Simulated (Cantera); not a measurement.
An isothermal, constant-pressure homogeneous reactor starts with 32.3 % NO, 67.7 % N2, at 2125 K and 20.0 Torr.

Cantera simulation using GRI-Mech 3.0 (53 species, 325 reactions); the numbers are that mechanism's predictions, not measurements. Radical loss at walls, strong at low pressure, is not modelled.

One state of this run: x NO = 0.00937; x O2 = 0.154; x O = 0.00400; x N2O = 8.77e-8; x N2 = 0.832; x NO2 = 1.85e-6. x: mole fraction; the columns are a selection and need not sum to one.

**Question.** Which value of t (s) does it belong to?
A. 30.0
B. 0.0196
C. 12.0
D. 4.80

**Answer.** A, 30.0
